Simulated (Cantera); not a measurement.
# Low-pressure radical oxidation in H2/O2

A perfectly stirred reactor is fed with H₂ : O₂ = 0.29 : 1 (molar parts), equivalence ratio 0.14, at 6.38 Torr; it is held at 950 K, and followed from long to short residence time.

Model: GRI-Mech 3.0 (53 species, 325 reactions), integrated in Cantera. Radical loss at walls, strong at low pressure, is not modelled. The temperature is held fixed by assumption; the heat of reaction is taken as removed at once.

| τ (s) | x H₂ | x O₂ | x OH | x HO₂ | x H₂O₂ |
|---|---|---|---|---|---|
| 1.8 | 0.00181 | 0.745 | 0.000639 | 8.54e-6 | 3.11e-7 |
| 0.80 | 0.00290 | 0.745 | 0.000875 | 1.00e-5 | 3.35e-7 |
| 0.36 | 0.00457 | 0.743 | 0.00120 | 1.13e-5 | 3.52e-7 |
| 0.16 | 0.00723 | 0.741 | 0.00166 | 1.23e-5 | 3.60e-7 |
| 0.071 | 0.0114 | 0.737 | 0.00227 | 1.28e-5 | 3.55e-7 |
| 0.032 | 0.0177 | 0.731 | 0.00301 | 1.28e-5 | 3.36e-7 |
| 0.014 | 0.0280 | 0.722 | 0.00386 | 1.21e-5 | 3.03e-7 |
| 0.0064 | 0.0436 | 0.715 | 0.00455 | 1.10e-5 | 2.73e-7 |
| 0.0029 | 0.0698 | 0.715 | 0.00489 | 9.52e-6 | 2.51e-7 |
| 0.0013 | 0.116 | 0.728 | 0.00441 | 7.79e-6 | 2.17e-7 |
| 0.00057 | 0.187 | 0.757 | 0.00215 | 5.44e-6 | 9.71e-8 |
x: mole fraction; the columns are a selection and need not sum to one.
